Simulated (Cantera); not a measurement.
A closed system holds: 1 mol MgCO₃, 0.43 mol SO₃, 5 mol CO₂, equilibrated at 600 K.

These are equilibrium values from Cantera (NASA tables, ideal gas, pure condensed phases), not measurements of a reactor. Candidate condensed phases: C, Mg, MgCO₃, MgO, MgS, MgSO₄, S; 26 gas species. The numbers say what is thermodynamically allowed, not how fast it happens.

### Question
Which condensed phases are stable at each of these points (P (Pa)): 1000, 3500, 13000, 45000, 160000, 560000, 2000000?

### Answer
```json
[
 {"P (Pa)": "1000", "condensed phases": "MgO(s) + MgSO₄(s)", "Mg condensed (%)": "100.0"},
 {"P (Pa)": "3500", "condensed phases": "MgO(s) + MgSO₄(s)", "Mg condensed (%)": "100.0"},
 {"P (Pa)": "13000", "condensed phases": "MgCO₃(s) + MgSO₄(s)", "Mg condensed (%)": "100.0"},
 {"P (Pa)": "45000", "condensed phases": "MgCO₃(s) + MgSO₄(s)", "Mg condensed (%)": "100.0"},
 {"P (Pa)": "160000", "condensed phases": "MgCO₃(s) + MgSO₄(s)", "Mg condensed (%)": "100.0"},
 {"P (Pa)": "560000", "condensed phases": "MgCO₃(s) + MgSO₄(s)", "Mg condensed (%)": "100.0"},
 {"P (Pa)": "2000000", "condensed phases": "MgCO₃(s) + MgSO₄(s)", "Mg condensed (%)": "100.0"}
]
```

From 1000 Pa to 3500 Pa the condensed part is MgO(s) + MgSO₄(s). From 13000 Pa to 2000000 Pa the condensed part is MgCO₃(s) + MgSO₄(s).
